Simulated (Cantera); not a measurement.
Feed: 1 mol Pb, 0.6 mol O2, 1.2 mol H2, at 1373 K and 26.0 Pa.

These are equilibrium values from Cantera (NASA tables, ideal gas, pure condensed phases), not measurements of a reactor. Candidate condensed phases: H2O, Pb, PbO, PbO2, Pb3O4; 12 gas species. Equilibrium is a limit: real reactors are often held back by kinetics, nucleation or transport.

Base state: H2O 0.539, Pb 0.448, H2 0.00609, PbO 0.00608, OH 2.55e-5, H 1.61e-5 (mole fractions); condensed: gas only.

Task: What changes in the equilibrium state with this change: pressure from 26.0 Pa to 2.20 bar?

Result: 
```json
[
 {"species": "H2O", "before": "0.539", "after": "0.996"},
 {"species": "Pb", "before": "0.448", "after": "0.00292"},
 {"species": "H2", "before": "0.00609", "after": "0.000667"},
 {"species": "H", "before": "1.61e-5", "after": "5.80e-8"},
 {"species": "OH", "before": "2.55e-5", "after": "1.55e-6"},
 {"species": "PbO", "before": "0.00608", "after": "0.000666"},
 {"species": "Pb(l), mol", "before": "0", "after": "0.996"}
]
```
Gases not in the tables: (PbO)n polymers.
